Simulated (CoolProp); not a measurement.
Hydrogen chloride at 298.15 K and 8.56 MPa is throttled through a valve to 3.62 MPa with no heat exchange. Each further row changes one setting.

The numbers come from the reference Helmholtz-energy equation of state, Thol 2018 in CoolProp.

```json
[
 {"case": "as stated", "temperature change (K)": "-11.6", "final phase": "two-phase, vapour fraction 0.078", "final density (kg/m³)": "496"},
 {"case": "outlet pressure 1.09 MPa", "temperature change (K)": "-54.7", "final phase": "two-phase, vapour fraction 0.285", "final density (kg/m³)": "76.0"},
 {"case": "outlet pressure 4.71 MPa", "temperature change (K)": "-2.1", "final phase": "liquid", "final density (kg/m³)": "823"}
]
```
